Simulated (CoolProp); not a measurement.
m-xylene along the isobar 4.32 MPa: density (kg/m³) from the reference equation and from simpler models built on Tc = 616.9 K, pc = 3.535 MPa, ω = 0.326; each cubic takes its own stable root.

Model: reference Helmholtz-energy equation of state, Zhou 2012, in CoolProp.

```csv
T (K),phase,reference,Redlich-Kwong,Soave-Redlich-Kwong,Peng-Robinson
249.8,liquid,903.1,753.9,767.1,859.7
266.3,liquid,889.5,744.2,759.2,851.3
282.9,liquid,875.8,734.1,750.7,842.4
299.4,liquid,861.9,723.6,741.8,833.0
315.9,liquid,848.0,712.6,732.4,823.0
332.5,liquid,833.8,701.1,722.4,812.3
349,liquid,819.4,689.2,711.9,801.1
365.5,liquid,804.8,676.8,700.7,789.1
382.1,liquid,789.9,663.7,688.9,776.3
398.6,liquid,774.7,650.1,676.3,762.7
415.1,liquid,759.2,635.9,663.0,748.1
431.7,liquid,743.1,620.9,648.7,732.4
```
